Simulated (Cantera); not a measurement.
Feed: 1 mol ZrO2, 5.5 mol H2, held at 19.0 Pa.

These are equilibrium values from Cantera (NASA tables, ideal gas, pure condensed phases), not measurements of a reactor. Candidate condensed phases: H2O, Zr, ZrO2; 12 gas species. Equilibrium is a limit: real reactors are often held back by kinetics, nucleation or transport.

log p: log10 of the partial pressure in bar; n: condensed amount in mol.

```tsv
T (K)	log p H2	log p H	log p ZrO	log p H2O	log p ZrO2	log p OH	n ZrO2(monoclinic)	n ZrO2(tetragonal)
1250	-3.72	-8.18	<-15	-14.27	<-15	<-15	1.00	0
1350	-3.72	-7.48	-15.06	-13.35	<-15	<-15	1.00	0
1450	-3.72	-6.88	-13.40	-12.57	<-15	<-15	1.00	0
1550	-3.72	-6.36	-11.96	-11.89	<-15	<-15	0	1.00
1650	-3.72	-5.90	-11.01	-10.99	[?]	-14.51	0	1.00
1750	-3.73	-5.50	-10.18	-10.17	[?]	-13.17	0	1.000
1850	-3.74	-5.14	-9.46	-9.45	[?]	-11.98	0	1.000
1950	-3.76	-4.82	-8.81	-8.81	[?]	-10.91	0	1.000
2050	-3.79	-4.54	-8.23	-8.24	[?]	-9.95	0	1.000
2150	-3.85	-4.30	-7.72	-7.75	[?]	-9.08	0	0.999
```

Problem. Complete the blanks.

Solution. 
- 1650, log p ZrO2: -14.79
- 1750, log p ZrO2: -13.38
- 1850, log p ZrO2: -12.12
- 1950, log p ZrO2: -11.00
- 2050, log p ZrO2: -9.99
- 2150, log p ZrO2: -9.07
